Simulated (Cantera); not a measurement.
Input: 1 mol Si, 1.3 mol O2, 2.6 mol N2, equilibrated at 0.133 bar.

These are equilibrium values from Cantera (NASA tables, ideal gas, pure condensed phases), not measurements of a reactor. Candidate condensed phases: Si, SiO2, Si2N2O, Si3N4; 16 gas species. The tables hold silica as quartz up to 1696 K and as liquid above; real silica turns to tridymite and cristobalite and melts near 1996 K. Kinetics and transport are ignored. All values below are at 1948 K.

Base state: N2 0.894, O2 0.101, NO 0.00488, O 0.000386 (mole fractions); condensed: SiO2(condensed).

Question: What changes in the equilibrium state with this change: Si replaced by SiC?

Answer: 
```tsv
species	before	after
N2	0.894	0.650
CO	0	0.250
SiO	3.90e-7	0.100
O2	0.101	<1e-9
NO	0.00488	1.62e-8
O	0.000386	1.50e-9
CO2	0	0.000133
SiO2(condensed), mol	1.000	0.599
```
Further candidate phases: C, SiC.
